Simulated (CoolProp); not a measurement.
Properties of R245fa at several states (Tc = 427.0 K, pc = 3.651 MPa, ω = 0.378).

Computed with CoolProp (reference Helmholtz-energy equation of state, Akasaka 2015).

| T (K) | p (MPa) | phase | Z | isothermal compressibility (1/MPa) |
|---|---|---|---|---|
| 183.9 | 2.23 | liquid | 0.1209 | 0.0006290 |
| 386.4 | 14.7 | liquid | 0.5312 | 0.005070 |
| 393.3 | 0.322 | gas | 0.9589 | 3.244 |
| 183.6 | 0.0471 | liquid | 0.002560 | 0.0006365 |
| 437.9 | 0.103 | gas | 0.9914 | 9.793 |
